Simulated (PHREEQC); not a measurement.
Make-up at 18 °C: 0.94 mol/kgw NH4Cl, 0.14 mol/kgw KOH and 0.00024 mol/kgw KCl. Closed to the air; pH follows from the charge balance.

Model: ion-association model, phreeqc.dat, run in PHREEQC.

Each row changes one thing in this solution. This is a speciation only: nothing precipitates in the calculation.

```tsv
case	pH	ionic strength (mol/kgw)	SI of Sylvite (KCl)
as made	9.07	0.940	-2.17
KOH from 0.14 to 0.7 mol/kgw	(withheld)	0.940	(withheld)
KCl left out	9.07	0.940	-2.17
KOH replaced by K2HPO4 at the same molality	7.81	(withheld)	(withheld)
KCl replaced by KF at the same molality	9.07	0.940	-2.17
NH4Cl left out	(withheld)	0.140	-5.60
```

Complete the blanks.


- KOH from 0.14 to 0.7 mol/kgw, pH: 10.29
- KOH from 0.14 to 0.7 mol/kgw, SI of Sylvite (KCl): -1.47
- KOH replaced by K2HPO4 at the same molality, ionic strength (mol/kgw): 1.33
- KOH replaced by K2HPO4 at the same molality, SI of Sylvite (KCl): -1.91
- NH4Cl left out, pH: 13.25

The ionic strength passes 0.7 mol/kgw, the rough limit of the ion-association models, in as made; KOH from 0.14 to 0.7 mol/kgw; KCl left out; KOH replaced by K2HPO4 at the same molality; KCl replaced by KF at the same molality. Species that the database lacks are ignored.
